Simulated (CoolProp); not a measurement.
Values from CoolProp's reference Helmholtz-energy equation of state, Lemmon 2005. It is a short technical equation, of lower accuracy than the large ones.

Task: For cis-2-butene, give the phase and the cv (kJ/(kg K)) at 251.85 °C and 385 kPa; 251.85 °C and 578 kPa; 251.85 °C and 1160 kPa.

Result: 
- 251.85 °C and 385 kPa: gas; cv 2.15
- 251.85 °C and 578 kPa: gas; cv 2.15
- 251.85 °C and 1160 kPa: gas; cv 2.16
